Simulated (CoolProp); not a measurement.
Computed with CoolProp (reference Helmholtz-energy equation of state, Penoncello 2003).

Problem. Give the vapour pressure (bar), enthalpy of vaporisation (kJ/kg), vapour Z, surface tension (mN/m) of saturated CHF3 (R23) at -35.35, -25.95, -21.25 °C.

Solution. 
```
T (°C)  p (bar)  enthalpy of vaporisation (kJ/kg)  vapour Z  surface tension (mN/m)
------  -------  --------------------------------  --------  ----------------------
-35.35     8.37                               194     0.834                    8.34
-25.95     11.5                               181     0.795                    6.75
-21.25     13.4                               175     0.773                    5.98
```

Surface tension comes from a separate correlation (Mulero 2012).
